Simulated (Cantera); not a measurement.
A closed system holds: 1 mol SiCl4, 5.9 mol NH3, 50 mol N2, equilibrated at 6400 Pa.

These are equilibrium values from Cantera (NASA tables, ideal gas, pure condensed phases), not measurements of a reactor. Candidate condensed phases: NH4Cl, Si, Si3N4; 28 gas species. The tables' values for SiCl, SiCl3, SiN are old estimates; treat these amounts as uncertain. The numbers say what is thermodynamically allowed, not how fast it happens.

Task: At 1950 K, list the 5 most abundant gas species with their mole fractions, and the condensed phases.

Result: N2 0.829, H2 0.122, HCl 0.0318, SiCl2 0.0150, H 0.00158. Condensed: gas only.
